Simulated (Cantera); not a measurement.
BF3 + O2 (boron, boron nitride and boron oxide)

Charge: 1 mol BF3, 1.6 mol O2, at 0.0133 bar.

Equilibrium computed with Cantera from the NASA thermochemical tables; the gas is ideal and each condensed phase is pure. Candidate condensed phases: B, B2O3; 21 gas species. Kinetics and transport are ignored.

| T (K) | log p O2 | log p BF3 | log p F | log p BOF |
|---|---|---|---|---|
| 1548 | -2.09 | -2.29 | -5.37 | -5.69 |
| 1573 | -2.09 | -2.29 | -5.25 | -5.57 |
| 1598 | -2.09 | -2.29 | -5.13 | -5.44 |
| 1623 | -2.09 | -2.29 | -5.01 | -5.32 |
| 1648 | -2.09 | -2.29 | -4.90 | -5.21 |
| 1673 | -2.09 | -2.29 | -4.79 | -5.10 |
| 1698 | -2.09 | -2.29 | -4.68 | -4.99 |
| 1723 | -2.09 | -2.29 | -4.57 | -4.88 |
| 1748 | -2.09 | -2.29 | -4.47 | -4.78 |
| 1773 | -2.09 | -2.29 | -4.37 | -4.68 |
| 1798 | -2.09 | -2.29 | -4.28 | -4.59 |
| 1823 | -2.09 | -2.29 | -4.19 | -4.49 |
| 1848 | -2.09 | -2.30 | -4.10 | -4.40 |
log p: log10 of the partial pressure in bar; nothing condenses.

From 1548 K to 1848 K nothing is condensed. The main B-bearing gas is BF3 throughout.
